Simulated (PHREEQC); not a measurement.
1.4 g of hydrous ferric oxide (600 m²/g; 0.2 weak and 0.005 strong sites per Fe, Dzombak-Morel constants, diffuse double layer) in 1 kg of water with 0.1 mol/kgw of an inert sodium salt and 0.0071 mmol/kgw MnCl2, at 25 °C; the pH is set by adding NaOH or the inert anion's acid. The system is closed to oxygen. CO2 from the air is kept out. Precipitation was switched off in this run.

The series has 17 steps of pH, from 3 to 9.

All values are PHREEQC results (ion-association model, wateq4f.dat), not measurements.

**Question.** Near which pH is half of the Mn sorbed, and on which side is more sorbed?

**Answer.** Near pH 6.4, with more sorbed at higher pH.

The oxide is taken as insoluble; below pH 4 it would dissolve.
